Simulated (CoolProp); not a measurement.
Vapour-liquid equilibrium of R134a (1) + R227EA (2) at 0.693 MPa; x and y are mole fractions of (1).

Values from CoolProp's multi-fluid Helmholtz-energy mixture model, Tillner-Roth 1994 and Lemmon 2016; pair parameters Bell 2016.

Question: Give the bubble temperature and the first vapour's composition at x = 0.125, 0.65, 0.95. Is there an azeotrope?

Answer: x = 0.125: 310.2 K, y = 0.170; x = 0.65: 302.6 K, y = 0.710; x = 0.95: 299.9 K, y = 0.959. No azeotrope shows between x = 0.05 and 0.95.

The pair parameters rest on a limited set of measurements; away from them the model extrapolates.
